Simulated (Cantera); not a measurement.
Input (Python, Cantera):

```python
import numpy as np
import cantera as ct

surf = ct.Interface("ptcombust.yaml", "Pt_surf")
gas = surf.adjacent["gas"]
gas.TPX = 650, 500000, {'H2': 0.0046, 'O2': 0.042, 'N2': 0.79}
surf.TP = 650, 500000
reactor = ct.FlowReactor(gas, clone=False)
reactor.area = 0.0001  # m2
reactor.surface_area_to_volume_ratio = 130  # 1/m
reactor.mass_flow_rate = 0.35 * reactor.area * gas.density  # inlet velocity 0.35 m/s
reactor.energy_enabled = False
wall = ct.ReactorSurface(surf, reactor, clone=False)
net = ct.ReactorNet([reactor])
net.rtol, net.atol = 1e-8, 1e-16
show, cover = ['H2', 'O2', 'H2O'], ['PT(S)', 'H(S)', 'O(S)', 'OH(S)', 'CO(S)', 'C(S)']

rows = []
print(f"{'z/m':>9s}{'u/(m/s)':>9s}" + "".join(f"{s:>13s}" for s in show + cover))
for z in [0.00014, 0.00025, 0.00044, 0.00078, 0.0014, 0.0025, 0.0044, 0.0078, 0.014]:
    net.advance(z)
    rows.append([reactor.speed, *gas[show].X, *surf[cover].coverages])
    print(f"{z:9.4g}{rows[-1][0]:9.3g}" + "".join(f"{x:13.4e}" for x in rows[-1][1:]))
```

It prints:

```
      z/m  u/(m/s)           H2           O2          H2O        PT(S)         H(S)         O(S)        OH(S)        CO(S)         C(S)
  0.00014     0.35   4.2209e-03   4.9595e-02   1.2810e-03   1.4638e-01   1.4377e-07   8.4137e-01   1.2224e-02   5.0852e-26   3.3995e-29
  0.00025     0.35   3.5639e-03   4.9282e-02   1.9399e-03   1.2438e-01   1.0229e-07   8.6351e-01   1.2073e-02   3.4015e-25   9.9673e-29
  0.00044     0.35   2.8041e-03   4.8920e-02   2.7018e-03   9.8592e-02   6.3543e-08   8.8980e-01   1.1576e-02  -1.0276e-24   1.3722e-28
  0.00078    0.349   2.0250e-03   4.8549e-02   3.4831e-03   7.1752e-02   3.3626e-08   9.1762e-01   1.0600e-02  -6.5663e-27  -1.7999e-29
   0.0014    0.349   1.3403e-03   4.8223e-02   4.1696e-03   4.7835e-02   1.5215e-08   9.4297e-01   9.1779e-03  -9.0553e-26  -3.8773e-29
   0.0025    0.349   8.3541e-04   4.7983e-02   4.6759e-03   3.0013e-02   6.2392e-09   9.6240e-01   7.5775e-03  -1.3474e-25  -1.0126e-29
   0.0044    0.349   5.0460e-04   4.7825e-02   5.0076e-03   1.8280e-02   2.4616e-09   9.7564e-01   6.0726e-03  -7.3437e-27   2.4658e-30
   0.0078    0.349   2.9373e-04   4.7725e-02   5.2191e-03   1.0838e-02   9.3641e-10   9.8440e-01   4.7546e-03   8.3044e-25  -1.2382e-28
    0.014    0.349   1.6423e-04   4.7663e-02   5.3489e-03   6.3867e-03   3.5342e-10   9.8992e-01   3.6873e-03   1.4398e-25   3.0952e-29
```

Computed with Cantera and Deutschmann's 1995 Pt surface mechanism with GRI-Mech 3.0 gas chemistry. Catalytic surfaces can have several steady states; this one follows from the mechanism file's or the stated starting coverage. Mass transfer to the wall is taken as infinitely fast.
